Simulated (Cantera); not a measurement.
# Equilibrium for metals in furnace atmospheres: Cu + O2 + N2

Feed: 1 mol Cu, 0.36 mol O2, 12 mol N2, at 1500 Pa.

Cantera equilibrium calculation (NASA polynomials, part measured and part estimated; ideal gas, pure solids and liquids). Candidate condensed phases: Cu, CuO, Cu2O; 12 gas species. Each liquid is taken as pure. Mutual solubility and eutectic melting of coexisting phases are not modelled. Equilibrium is a limit: real reactors are often held back by kinetics, nucleation or transport.

At 950 K the condensed part is CuO(s) + Cu2O(s). From 1025 K to 1475 K the condensed part is Cu2O(s). At 1550 K the condensed part is Cu(l) + Cu2O(l). From 1625 K to 1775 K the condensed part is Cu(l).

| T (K) | log p N2 | log p O2 | log p Cu | log p NO | log p O | log p CuO | log p Cu2 | n CuO(s) | n Cu2O(s) | n Cu(l) | n Cu2O(l) |
|---|---|---|---|---|---|---|---|---|---|---|---|
| 950 | -1.82 | -4.62 | -13.29 | -7.59 | -12.81 | <-13 | <-13 | 0.364 | 0.318 | 0 | 0 |
| 1025 | -1.83 | -3.87 | -11.80 | -6.84 | -11.41 | <-13 | <-13 | 0 | 0.500 | 0 | 0 |
| 1100 | -1.83 | -3.87 | -10.36 | -6.53 | -10.54 | -12.59 | <-13 | 0 | 0.500 | 0 | 0 |
| 1175 | -1.83 | -3.87 | -9.10 | -6.25 | -9.77 | -11.42 | <-13 | 0 | 0.500 | 0 | 0 |
| 1250 | -1.83 | -3.87 | -7.99 | -6.01 | -9.09 | -10.40 | -12.95 | 0 | 0.500 | 0 | 0 |
| 1325 | -1.83 | -3.87 | -7.01 | -5.79 | -8.49 | -9.50 | -11.45 | 0 | 0.500 | 0 | 0 |
| 1400 | -1.83 | -3.87 | -6.14 | -5.60 | -7.96 | -8.69 | -10.12 | 0 | 0.500 | 0 | 0 |
| 1475 | -1.83 | -3.87 | -5.36 | -5.42 | -7.48 | -7.97 | -8.93 | 0 | 0.498 | 0 | 0 |
| 1550 | -1.83 | -3.67 | -4.73 | -5.17 | -6.94 | -7.30 | -8.00 | 0 | 0 | 0.250 | 0.367 |
| 1625 | -1.84 | -3.37 | -4.24 | -4.88 | -6.39 | -6.71 | -7.33 | 0 | 0 | 0.952 | 0 |
| 1700 | -1.84 | -3.37 | -3.80 | -4.75 | -6.04 | -6.31 | -6.72 | 0 | 0 | 0.867 | 0 |
| 1775 | -1.85 | -3.38 | -3.39 | -4.65 | -5.71 | -5.95 | -6.16 | 0 | 0 | 0.656 | 0 |
log p: log10 of the partial pressure in bar; n: condensed amount in mol.
